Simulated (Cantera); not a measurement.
A perfectly stirred reactor is fed with 10.3 % H₂, 10.4 % O₂, 79.2 % N₂, at 90.0 Torr; it is held at 950 K, and followed from long to short residence time.

Model: GRI-Mech 3.0 (53 species, 325 reactions), integrated in Cantera. Radical loss at walls, strong at low pressure, is not modelled. The temperature is held fixed by assumption; the heat of reaction is taken as removed at once.

One state of this run: x H₂ = 0.00142; x O₂ = 0.0561; x H = 5.99e-5; x NO = 3.15e-8; x HO₂ = 6.88e-6; x NO₂ = 9.10e-11; x H₂O₂ = 4.88e-7. x: mole fraction; the columns are a selection and need not sum to one.

Task: Which value of τ (s) does it belong to?
(A) 0.090
(B) 0.013
(C) 0.61
(D) 0.17

Result: C, 0.61
